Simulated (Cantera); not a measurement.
Carbothermic reduction: MgO + C + CO

Feed: 1 mol MgO, 4 mol C, 0.1 mol CO.

Method: chemical equilibrium by Gibbs-energy minimisation in Cantera with the NASA 1993 tables (ideal gas, pure condensed phases). Candidate condensed phases: C, Mg, MgCO₃, MgO; 15 gas species. Equilibrium is a limit: real reactors are often held back by kinetics, nucleation or transport.

Stable condensed phases:

```
T in °C \ P in Pa
              10      32     100     320    1000    3200   10000   32000  100000  320000 1000000
   1700        A       A       A       A       A       A       A       A       B       B       B
   1675        A       A       A       A       A       A       A       A       B       B       B
   1650        A       A       A       A       A       A       A       A       B       B       B
   1625        A       A       A       A       A       A       A       B       B       B       B
   1600        A       A       A       A       A       A       A       B       B       B       B
   1575        A       A       A       A       A       A       A       B       B       B       B
   1550        A       A       A       A       A       A       A       B       B       B       B
   1525        A       A       A       A       A       A       B       B       B       B       B
   1500        A       A       A       A       A       A       B       B       B       B       B
   1475        A       A       A       A       A       A       B       B       B       B       B
   1450        A       A       A       A       A       A       B       B       B       B       B
   1425        A       A       A       A       A       B       B       B       B       B       B
   1400        A       A       A       A       A       B       B       B       B       B       B
```

A: C; B: C + MgO.
